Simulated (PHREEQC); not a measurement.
Make-up at 25 °C: 0.009 mol FeCl3, 0.024 mol MgSO4 and 0.073 mol NaCl per kg of water. Closed to the air; pH follows from the charge balance.

Computed with PHREEQC (ion-association model, wateq4f.dat).

```
quantity                      before     after
--------------------------  --------  --------
pH                              2.82      1.48
ionic strength (mol/kgw)       0.161     0.204
FeOH+2 (mol/kgw)             0.00125  0.000105
Fe+3 (mol/kgw)              0.000653   0.00125
FeCl+2 (mol/kgw)            0.000638   0.00174
Fe2(OH)2+4 (mol/kgw)        0.000381   2.85e-6
SI of Fe(OH)3(a) (Fe(OH)3)     -0.45     -4.26
SI of Halite (NaCl)            -3.99     -3.83
```

### Question
Which change was made?
(A) diluted 5-fold with water
(B) diluted 100-fold with water
(C) FeCl3 from 0.009 to 0.018 mol/kgw
(D) FeCl3 from 0.009 to 0.0018 mol/kgw
(E) 0.051 mol/kgw HCl added

### Answer
E, 0.051 mol/kgw HCl added

This is a speciation only: nothing precipitates in the calculation. Some of these states are supersaturated (in Jarosite-Na, Hematite (slow to form), Goethite (slow to form), for instance).
